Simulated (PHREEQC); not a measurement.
Solution (25 °C): 4.4 mmol/kgw Ni(NO3)2, 0.31 mmol/kgw H3BO3 and 0.33 mmol/kgw H2SO4. Closed to the air; pH follows from the charge balance.

Computed with PHREEQC (ion-association model, wateq4f.dat).

Precipitation was switched off in this run.

Question: Estimate the pH.

Answer: pH 3.23.

Question: In which forms is Ni present?

Answer: Ni+2 98 %, NiSO4 1.8 % of the Ni.
